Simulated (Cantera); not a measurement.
A Cantera script and its output.

```python
import numpy as np
import cantera as ct

gas = ct.Solution("gri30.yaml")
gas.TPX = 1025, 2600, {'C2H4': 1, 'H2': 12}
reactor = ct.IdealGasConstPressureReactor(gas, energy="off", clone=False)
net = ct.ReactorNet([reactor])
net.rtol, net.atol = 1e-08, 1e-18
show = ['C2H4', 'H2', 'CH4', 'C2H6', 'CH3', 'C2H2']
times = np.geomspace(2e-05, 20, 13)

steps = ct.SolutionArray(gas, extra=["t"])
rows = []
print(f"{'t/s':>10s}{'T/K':>9s}{'P/Pa':>11s}" + "".join(f"{s:>11s}" for s in show))
for t in times:
    while net.time < t:
        t_next = net.step()
        steps.append(gas.state, t=t_next)
    rows.append([np.interp(t, steps.t, y) for y in (steps.T, steps.P, *steps(*show).X.T)])
    print(f"{t:10.3e}{rows[-1][0]:9.1f}{rows[-1][1]:11.4g}" + "".join(f"{x:11.3e}" for x in rows[-1][2:]))
rate = np.gradient(steps.T, steps.t)
print("integrator steps:", len(steps.t))
if steps.T.max() > steps.T[0] + 200:
    print(f"time of steepest temperature rise: {steps.t[rate.argmax()]:.4e} s")
gas.TPX = 1025, 2600, {'C2H4': 1, 'H2': 12}
gas.equilibrate("TP")
print(f"equilibrium (TP): T = {gas.T:.1f} K  " + "  ".join(f"{s} {gas[s].X[0]:.3e}" for s in show))
```

It prints:

```
       t/s      T/K       P/Pa       C2H4         H2        CH4       C2H6        CH3       C2H2
 2.000e-05   1025.0       2600  7.692e-02  9.231e-01  1.348e-24  1.258e-16  3.609e-24  1.756e-11
 6.325e-05   1025.0       2600  7.692e-02  9.231e-01  1.694e-23  1.236e-15  6.777e-23  5.553e-11
 2.000e-04   1025.0       2600  7.692e-02  9.231e-01  4.457e-22  1.209e-14  1.525e-21  1.756e-10
 6.325e-04   1025.0       2600  7.692e-02  9.231e-01  2.293e-20  1.160e-13  3.071e-20  5.553e-10
 2.000e-03   1025.0       2600  7.692e-02  9.231e-01  1.097e-18  1.109e-12  4.453e-19  1.756e-09
 6.325e-03   1025.0       2600  7.692e-02  9.231e-01  4.195e-17  1.085e-11  5.083e-18  5.555e-09
 2.000e-02   1025.0       2600  7.692e-02  9.231e-01  1.410e-15  1.080e-10  5.315e-17  1.758e-08
 6.325e-02   1025.0       2600  7.692e-02  9.231e-01  4.561e-14  1.078e-09  5.392e-16  5.572e-08
 2.000e-01   1025.0       2600  7.692e-02  9.231e-01  1.429e-12  1.074e-08  5.399e-15  1.775e-07
 6.325e-01   1025.0       2600  7.692e-02  9.231e-01  4.583e-11  1.096e-07  5.558e-14  5.745e-07
 2.000e+00   1025.0       2600  7.692e-02  9.231e-01  1.742e-09  1.365e-06  7.534e-13  1.995e-06
 6.325e+00   1025.0       2600  7.683e-02  9.231e-01  6.629e-07  7.861e-05  2.358e-10  1.949e-05
 2.000e+01   1025.0       2600  7.257e-02  9.223e-01  1.257e-03  2.667e-03  6.599e-08  1.212e-03
integrator steps: 427
equilibrium (TP): T = 1025.0 K  C2H4 1.895e-04  H2 8.336e-01  CH4 1.662e-01  C2H6 7.244e-06  CH3 8.688e-08  C2H2 2.958e-05
```

Model: GRI-Mech 3.0 (53 species, 325 reactions), integrated in Cantera. GRI-Mech 3.0 was tuned for natural gas; its chemistry of ethylene as a main component is partial and can be far from experiment. GRI-Mech 3.0 stops at C3 and has no aromatics, soot or wall deposition, so with more carbon than oxygen in the feed, carbon stays in small species such as C2H2 where larger ones or solid carbon would form. Radical loss at walls, strong at low pressure, is not modelled.
